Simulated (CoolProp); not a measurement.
The numbers come from the reference Helmholtz-energy equation of state, Lemmon 2006 in CoolProp. It is a short technical equation, of lower accuracy than the large ones.

**Question.** For R142b, give the phase and the Z, cp (kJ/(kg K)), cv (kJ/(kg K)), isothermal compressibility (1/MPa) at 324.9 K and 59.3 bar; 421.6 K and 59.3 bar; 453.9 K and 59.3 bar.

**Answer.** 
- 324.9 K and 59.3 bar: liquid; Z 0.207, cp 1.35, cv 0.912, isothermal compressibility 0.00405
- 421.6 K and 59.3 bar: supercritical; Z 0.260, cp 2.51, cv 1.08, isothermal compressibility 0.116
- 453.9 K and 59.3 bar: supercritical; Z 0.530, cp 2.08, cv 1.10, isothermal compressibility 0.350
